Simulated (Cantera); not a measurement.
## Thermodynamics of hydrogen reduction and annealing atmospheres, feed FeS + H₂

Feed: 1 mol FeS, 1400 mol H₂, held at 1277 °C and 43.0 mbar.

Equilibrium computed with Cantera from the NASA thermochemical tables; the gas is ideal and each condensed phase is pure. Candidate condensed phases: Fe, FeS, FeS₂, S; 8 gas species. Kinetics and transport are ignored.

The x(H₂) comes out as 0.999 and the x(H₂S) comes out as 0.000688. The x(H) is 0.000152, the x(SH) is 2.27e-5 and the x(Fe) is 9.75e-6. The x(S₂) is 1.34e-6. The n(Fe(γ)) comes out as 0.986 mol, the gas amount comes out as 1400 mol and the log10 activity of S(l) (absent) is -4.88.
